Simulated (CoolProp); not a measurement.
The numbers come from the reference Helmholtz-energy equation of state, Schmidt 1985 in CoolProp. Above 300 K oxygen's equation is extrapolated.

Q: For oxygen, give the phase and the Joule-Thomson coefficient (K/MPa), viscosity (µPa s), Prandtl number at 279.1 K and 0.161 MPa; 364.1 K and 0.161 MPa; 392.4 K and 0.161 MPa.

A: 
- 279.1 K and 0.161 MPa: gas; Joule-Thomson coefficient 3.04, viscosity 19.5, Prandtl number 0.720
- 364.1 K and 0.161 MPa: gas; Joule-Thomson coefficient 1.77, viscosity 24.1, Prandtl number 0.715
- 392.4 K and 0.161 MPa: gas; Joule-Thomson coefficient 1.48, viscosity 25.5, Prandtl number 0.715

Viscosity comes from a separate model (Lemmon 2004). Thermal conductivity comes from a separate model (Lemmon 2004).
